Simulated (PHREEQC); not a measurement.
A solution holds 0.0047 mol H3BO3 and 0.00031 mol KOH per kg of water, at 25 °C. Closed to the air; pH follows from the charge balance.

Computed with PHREEQC (ion-association model, wateq4f.dat).

Each row changes one thing in this solution. No solid was allowed to form.

| case | pH | ionic strength (mol/kgw) | H3BO3 (mol/kgw) | H2BO3- (mol/kgw) |
|---|---|---|---|---|
| as made | 8.08 | 0.000310 | 0.00439 | 0.000309 |
| H3BO3 from 0.0047 to 0.00517 mol/kgw | 8.03 | 0.000310 | 0.00486 | 0.000309 |
| diluted 10-fold with water | 8.07 | 3.10e-5 | 0.000440 | 2.98e-5 |
| 0.00013 mol/kgw HF added | 7.83 | 0.000310 | 0.00452 | 0.000179 |
| H3BO3 replaced by Cu(BF4)2 at the same molality | 2.98 | 0.0153 | 0.00121 | 7.68e-10 |
| H3BO3 replaced by Na2B4O7 at the same molality | 9.22 | 0.00971 | 0.00911 | 0.00969 |
| KOH from 0.00031 to 0.000155 mol/kgw | 7.76 | 0.000155 | 0.00455 | 0.000154 |

Real BF4- forms and hydrolyses slowly; the run takes it at equilibrium.
